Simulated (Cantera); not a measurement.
**Silicon nitride deposition: SiH2Cl2 + N2**

Charge: 1 mol SiH2Cl2, a varied amount of N2, held at 5.30e-5 bar.

Equilibrium computed with Cantera from the NASA thermochemical tables; the gas is ideal and each condensed phase is pure. Candidate condensed phases: NH4Cl, Si, Si3N4; 28 gas species. N2 is the only nitrogen source here; it is nearly inert below about 1500 K, so the nitride shown seldom forms there in practice. The tables' values for SiCl3 are old estimates. The numbers say what is thermodynamically allowed, not how fast it happens.

Q: Map the stable condensed phases over T = 773, 873, 973, 1073, 1173, 1273, 1373, 1473, 1573, 1673, 1773, 1873, 1973, 2073 K and n(N2) in mol = 0.73, 0.96, 1.3, 1.6, 2.1, 2.8, 3.6, 4.8, 6.2.

A: 
```
T in K \ n(N2) in mol
         0.73 0.96  1.3  1.6  2.1  2.8  3.6  4.8  6.2
   2073     A    A    A    A    A    A    A    A    A
   1973     A    A    A    A    A    A    A    A    A
   1873     A    A    A    A    A    A    A    A    A
   1773     B    B    B    B    B    B    A    A    A
   1673     B    B    B    B    B    B    B    B    B
   1573     B    B    B    B    B    B    B    B    B
   1473     B    B    B    B    B    C    C    C    C
   1373     C    C    C    C    C    C    C    C    C
   1273     C    C    C    C    C    C    C    C    C
   1173     C    C    C    C    C    C    C    C    C
   1073     C    C    C    C    C    C    C    C    C
    973     C    C    C    C    C    C    C    C    C
    873     C    C    C    C    C    C    C    C    C
    773     C    C    C    C    C    C    C    C    C
```
A: gas only; B: Si; C: Si3N4.
